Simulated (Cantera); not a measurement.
**Transport properties of process gases**

Gas mixture: 39.5 % N2O, 60.5 % N2, at 4300 Pa, frozen composition.

Cantera's kinetic-theory transport with the Lennard-Jones parameters of GRI-Mech 3.0, ideal gas; thermal conductivity in the mixture-averaged form. The composition is frozen, though it would react at the higher temperatures.

```csv
T (K),ρ (kg/m³),cp (J/kg/K),μ (µPa s),λ (mW/m/K),Pr,D (cm²/s) C2H2,D (cm²/s) O,D (cm²/s) H
400,0.0444,1008,21.0,29.7,0.715,5.84,11.4,44.0
600,0.0296,1088,28.6,43.3,0.719,12.0,22.8,89.6
800,0.0222,1157,35.2,56.2,0.723,19.8,37.1,147
1000,0.0178,1213,41.0,68.3,0.728,29.0,53.9,214
1200,0.0148,1249,46.4,79.8,0.726,39.5,73.0,291
1400,0.0127,1279,51.4,90.6,0.725,51.2,94.4,376
1600,0.0111,1304,56.1,101,0.725,64.0,118,470
```
D: mixture-averaged diffusion coefficient of that species in the mixture.
